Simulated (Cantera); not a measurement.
Input: 1 mol H₂O, held at 750 K and 0.110 bar.

Method: chemical equilibrium by Gibbs-energy minimisation in Cantera with the NASA 1993 tables (ideal gas, pure condensed phases). Candidate condensed phases: H₂O; 9 gas species. Rates play no part.

Question: What is the equilibrium state?

Answer: 
```
Item           Result
----------  ---------
x(H₂O)           1.00
gas amount  1.000 mol
```
